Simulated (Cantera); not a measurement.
Charge: 1 mol Si₃N₄, a varied amount of F₂, 20 mol N₂, 5 mol HCl, held at 677 °C and 13300 Pa.

Cantera equilibrium calculation (NASA polynomials, part measured and part estimated; ideal gas, pure solids and liquids). Candidate condensed phases: NH₄Cl, Si, Si₃N₄; 49 gas species. Kinetics and transport are ignored.

log p: log10 of the partial pressure in bar; n: condensed amount in mol.

| n(F₂) (mol) | log p N₂ | log p HF | log p ClF | log p HCl | log p F₂ | log p SiF₄ | log p Cl₂ | log p F | log p H₂ | log p SiCl₄ | n Si₃N₄(s) |
|---|---|---|---|---|---|---|---|---|---|---|---|
| 1.6 | -0.97 | -4.95 | <-12 | -1.83 | <-12 | -2.39 | -12.44 | <-12 | -2.27 | -2.57 | … |
| 2 | -0.98 | -4.93 | <-12 | -1.84 | <-12 | -2.30 | -12.45 | <-12 | -2.28 | -2.58 | … |
| 2.6 | -0.98 | -4.91 | <-12 | -1.84 | <-12 | -2.19 | -12.45 | <-12 | -2.28 | -2.59 | … |
| 3.2 | -0.98 | -4.90 | <-12 | -1.85 | <-12 | -2.11 | -12.46 | <-12 | -2.29 | -2.59 | … |
| 4.1 | -0.99 | -4.88 | <-12 | -1.86 | <-12 | -2.01 | -12.47 | <-12 | -2.31 | -2.61 | … |
| 5.1 | -1.00 | -4.81 | <-12 | -1.83 | <-12 | -1.93 | -12.33 | <-12 | -2.39 | -2.69 | 0 |
| 6.5 | -1.02 | -2.36 | -10.02 | -1.76 | <-12 | -1.88 | -2.66 | <-12 | -11.90 | -12.14 | 0 |
| 8.2 | -1.04 | -1.74 | -7.93 | -2.60 | <-12 | -1.91 | -2.04 | -11.16 | <-12 | <-12 | 0 |
| 10 | -1.06 | -1.71 | -1.93 | -8.94 | -7.49 | -1.93 | -2.41 | -4.98 | <-12 | <-12 | 0 |
| 13 | -1.11 | -1.75 | -1.75 | <-12 | -2.31 | -1.97 | -7.23 | -2.39 | <-12 | <-12 | 0 |
| 17 | -1.16 | -1.80 | -1.80 | <-12 | -1.83 | -2.02 | -7.81 | -2.15 | <-12 | <-12 | 0 |

### Question
What belongs in the gaps?

### Answer

- 1.6, n Si₃N₄(s): 0.557
- 2, n Si₃N₄(s): 0.491
- 2.6, n Si₃N₄(s): 0.391
- 3.2, n Si₃N₄(s): 0.292
- 4.1, n Si₃N₄(s): 0.142
